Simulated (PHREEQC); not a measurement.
Consider water at 80 °C with 0.0031 mol/kgw H2SO4 and 5.7e-05 mol/kgw FeSO4. Closed to the air; pH follows from the charge balance.

The numbers come from PHREEQC with the ion-association model, phreeqc.dat.

This is a speciation only: nothing precipitates in the calculation.

### Question
Estimate the pH, ionic strength.

### Answer
pH 2.39; ionic strength 0.00598 mol/kgw.

### Question
In which forms is S present?

### Answer
HSO4- 55 %, SO4-2 44 % of the S.

Complexes and solids missing from the database can't appear. At this temperature some constants are extrapolated from 25 °C, and those without enthalpy data are left unchanged.
